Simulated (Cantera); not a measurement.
A Cantera script and what it prints.

```python
import numpy as np
import cantera as ct

gas_names = """
    AL ALBr ALBr3 ALH AL2 AL2Br6 Br Br2 H HBr H2
""".split()
cond_names = """
    AL(cr) AL(L) ALBr3(s) ALBr3(L) Br2(cr) Br2(L)
""".split()


# ... load() reads the species with a 1 bar reference pressure and builds the phases ...
atoms = {
    'Al': {'AL': 1},
    'HBr': {'H': 1, 'Br': 1},
}
top_T = {}  # K; cautious upper limits of use, not melting points


# ... equilibrate(T, P, feed) seeds the gas with the atoms and calls Mixture.equilibrate('TP', solver="vcs", rtol=1e-11, max_steps=5000) ...
results = []
feed = {'Al': 1, 'HBr': 12}  # mol
P = 35  # Pa
for T in [450, 500, 550, 600, 650, 700, 750, 800, 850, 900, 950]:
    mix = equilibrate(T, P, feed)
    results.append((T, P, feed, dict(zip(mix.species_names, mix.species_moles))))

top = {s: max(r[3][s] / sum(r[3][g] for g in gas_names) for r in results) for s in gas_names}
cols = sorted((s for s in top if top[s] > 1e-05), key=lambda s: -top[s])[:6]
seen = [c for c in cond_names if any(r[3].get(c, 0) > 1e-12 for r in results)]
print("log10 of partial pressures in bar; condensed amounts in mol")
print(f"{'T/K':>10s}" + "".join(f"{s[:9]:>10s}" for s in cols + seen))
for T, P, feed, n in results:
    ng = sum(n[g] for g in gas_names)
    print(f"{T:10.4g}" + "".join(f"{np.log10(max(n[s] / ng * P / 1e5, 1e-99)):10.3f}" for s in cols)
          + "".join(f"{n.get(c, 0):10.4g}" for c in seen))
```

Output:

```
log10 of partial pressures in bar; condensed amounts in mol
       T/K       HBr        H2     ALBr3    AL2Br6        Br
       450    -3.546    -4.325    -5.264    -4.884   -16.399
       500    -3.554    -4.332    -4.753    -5.176   -14.668
       550    -3.561    -4.339    -4.557    -5.853   -13.250
       600    -3.562    -4.340    -4.523    -6.668   -12.064
       650    -3.562    -4.340    -4.518    -7.400   -11.058
       700    -3.562    -4.341    -4.517    -8.030   -10.194
       750    -3.562    -4.341    -4.517    -8.572    -9.444
       800    -3.562    -4.341    -4.517    -9.043    -8.786
       850    -3.562    -4.341    -4.517    -9.456    -8.205
       900    -3.562    -4.340    -4.517    -9.820    -7.688
       950    -3.563    -4.340    -4.517   -10.143    -7.225
```

Method: chemical equilibrium by Gibbs-energy minimisation in Cantera with the NASA 1993 tables (ideal gas, pure condensed phases).
